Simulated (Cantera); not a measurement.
An adiabatic, constant-pressure homogeneous reactor starts with 35.3 % CO, 2.47 % H2, 1.94 % CH4, 12.6 % O2, 47.7 % N2, equivalence ratio 1.8, at 1225 K and 0.240 bar.

Computed with Cantera and GRI-Mech 3.0 (53 species, 325 reactions).

Task: Predict: time of steepest temperature rise; temperature at 0.200 s; equilibrium temperature; x(CO) at 0.200 s; x(H2) at 0.200 s.

Result: 
```json
{
 "time_of_steepest_temperature_rise": "0.770 ms",
 "temperature at 0.200 s": "2606 K",
 "equilibrium_temperature": "2606 K",
 "x(CO) at 0.200 s": "0.233 (gas-phase equilibrium 0.233)",
 "x(H2) at 0.200 s": "0.0106 (gas-phase equilibrium 0.0106)"
}
```
